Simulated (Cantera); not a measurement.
Input: 1 mol TEOS, 26 mol N₂O, at 752 °C and 7.50 Torr.

Cantera equilibrium calculation (NASA polynomials, part measured and part estimated; ideal gas, pure solids and liquids). Candidate condensed phases: C, C₆H₆, C₇H₈, C₈H₁₈, H₂O, Si, SiC, SiO₂, Si₂N₂O, Si₃N₄; 151 gas species. The feed counts by its element totals alone. Equilibrium is a limit: real reactors are often held back by kinetics, nucleation or transport.

Base state: N₂ 0.578, H₂O 0.222, CO₂ 0.178, O₂ 0.0222, NO 1.14e-5 (mole fractions); condensed: SiO₂(β-quartz).

Task: What changes in the equilibrium state with this change: N₂O from 26 to 7.6 mol?

Result: 
```csv
species,before,after
H₂,2.70e-9,0.360
N₂,0.578,0.297
CO,1.66e-9,0.281
O₂,0.0222,<1e-9
H₂O,0.222,0.0310
CO₂,0.178,0.0315
NO,1.14e-5,<1e-9
"SiO₂(β-quartz), mol",1.00,1.00
```

Task: What changes in the equilibrium state with this change: N₂O from 26 to 9.5 mol?

Result: 
| species | before | after |
|---|---|---|
| N₂ | 0.578 | 0.345 |
| H₂ | 2.70e-9 | 0.300 |
| CO | 1.66e-9 | 0.228 |
| O₂ | 0.0222 | <1e-9 |
| H₂O | 0.222 | 0.0641 |
| CO₂ | 0.178 | 0.0632 |
| NO | 1.14e-5 | <1e-9 |
| SiO₂(β-quartz), mol | 1.00 | 1.00 |

Task: What changes in the equilibrium state with this change: N₂O from 26 to 46 mol?

Result: 
```csv
species,before,after
N₂,0.578,0.613
O₂,0.0222,0.147
H₂O,0.222,0.133
CO₂,0.178,0.107
NO,1.14e-5,3.02e-5
"SiO₂(β-quartz), mol",1.00,1.00
```
